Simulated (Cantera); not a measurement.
A closed system holds: 1 mol Si, 0.53 mol Br2, 4.5 mol H2, at 1300 °C and 1330 Pa.

These are equilibrium values from Cantera (NASA tables, ideal gas, pure condensed phases), not measurements of a reactor. Candidate condensed phases: Br2, Si; 19 gas species. The tables' values for SiBr3, SiBr are old estimates; treat these amounts as uncertain. The numbers say what is thermodynamically allowed, not how fast it happens.

Base state: H2 0.834, HBr 0.118, SiBr2 0.0438, Br 0.00352, H 0.000322, SiBr3 0.000240, SiBr 9.55e-5, SiBr4 1.96e-5 (mole fractions); condensed: Si(s).

Task: What changes in the equilibrium state with this change: temperature from 1300 °C to 302 °C?

Result: 
```json
[
 {"species": "H2", "before": "0.834", "after": "0.944"},
 {"species": "SiBr4", "before": "1.96e-5", "after": "0.0539"},
 {"species": "SiHBr3", "before": "1.15e-5", "after": "0.00224"},
 {"species": "HBr", "before": "0.118", "after": "0.000168"},
 {"species": "SiBr2", "before": "0.0438", "after": "4.71e-9"},
 {"species": "Br", "before": "0.00352", "after": "<1e-9"},
 {"species": "H", "before": "0.000322", "after": "<1e-9"},
 {"species": "SiBr", "before": "9.55e-5", "after": "<1e-9"},
 {"species": "Si(s), mol", "before": "0.777", "after": "0.732"}
]
```
